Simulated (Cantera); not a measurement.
A closed system holds: 1 mol Ti(OiPr)4, 0.97 mol O2, 10 mol H2O, equilibrated at 14.0 mbar.

Equilibrium computed with Cantera from the NASA thermochemical tables; the gas is ideal and each condensed phase is pure. Candidate condensed phases: C, C6H6, C7H8, C8H18, H2O, Ti, TiC, TiO, TiO2, Ti2O3, Ti3O5, Ti4O7; 113 gas species. The feed counts by its element totals alone. The numbers say what is thermodynamically allowed, not how fast it happens.

Q: At 1102 °C, list the 4 most abundant gas species with their mole fractions, and the condensed phases.

A: H2 0.624, CO 0.323, H2O 0.0431, CO2 0.0108. Condensed: TiO2(rutile).
